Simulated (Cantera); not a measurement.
Charge: 1 mol V, 0.2 mol N2, 110 mol H2, equilibrated at 0.133 bar.

Equilibrium computed with Cantera from the NASA thermochemical tables; the gas is ideal and each condensed phase is pure. Candidate condensed phases: V, VN; 11 gas species. Mutual solubility and eutectic melting of coexisting phases are not modelled. VN: taken at fixed stoichiometry. Condensed phases not in the tables: V2N, N, O or C dissolved in the metal. The numbers say what is thermodynamically allowed, not how fast it happens.

x: gas mole fraction; n: condensed amount in mol.

```
T (K)   x H2       x H       x V      x N2       x N      x VN     x NH3  n V(s)  n VN(s)  n V(l)
-----  -----  --------  --------  --------  --------  --------  --------  ------  -------  ------
750     1.00    <1e-12    <1e-12    <1e-12    <1e-12    <1e-12    <1e-12   0.600    0.400       0
950     1.00   1.52e-9    <1e-12    <1e-12    <1e-12    <1e-12  1.08e-11   0.600    0.400       0
1150    1.00   2.04e-7    <1e-12  1.15e-10    <1e-12    <1e-12  3.48e-10   0.600    0.400       0
1350   1.000   6.53e-6  7.06e-12   8.12e-8    <1e-12    <1e-12   3.89e-9   0.600    0.400       0
1550   1.000         …         …         …    <1e-12    <1e-12         …   0.602    0.398       0
1750   0.999  0.000637   2.25e-7  0.000416    <1e-12  2.63e-12   8.82e-8   0.692    0.308       0
1950   0.995         …         …   0.00181         …         …         …   0.999        0       0
2150   0.987    0.0115  0.000142   0.00180  7.87e-10   3.49e-9   8.84e-8   0.984        0       0
2350   0.963    0.0335   0.00140   0.00178   7.71e-9   3.42e-8   6.53e-8       0        0   0.843
2550   0.908    0.0814   0.00863   0.00173   5.24e-8   2.07e-7   4.73e-8       0        0       0
2750   0.820     0.170   0.00823   0.00165   2.67e-7   1.92e-7   3.31e-8       0        0       0
```

Some entries are withheld; supply them.


- 1950, x H: 0.00313
- 1950, x V: 7.95e-6
- 1950, x N: 5.02e-11
- 1950, x VN: 1.96e-10
- 1950, x NH3: 1.23e-7
- 1550, x H: 8.63e-5
- 1550, x V: 2.49e-9
- 1550, x N2: 1.02e-5
- 1550, x NH3: 2.28e-8
